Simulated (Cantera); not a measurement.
**Equilibrium for carbothermic reduction: TiO2 + CO**

A closed system holds: 1 mol TiO2, 2.4 mol CO, equilibrated at 1025 K and 0.00133 bar.

Equilibrium computed with Cantera from the NASA thermochemical tables; the gas is ideal and each condensed phase is pure. Candidate condensed phases: C, Ti, TiC, TiO, TiO2, Ti2O3, Ti3O5, Ti4O7; 15 gas species. Kinetics and transport are ignored.

```yaml
x(CO): 1.000
x(CO2): 0.000458
n(C(graphite)): 0.00110 mol
n(TiO2(rutile)): 1.00 mol
gas_amount: 2.399 mol
log10 activity of Ti4O7(s) (absent): -0.51
log10 activity of Ti3O5(s) (absent): -0.76
log10 activity of Ti2O3(s) (absent): -1.13
```
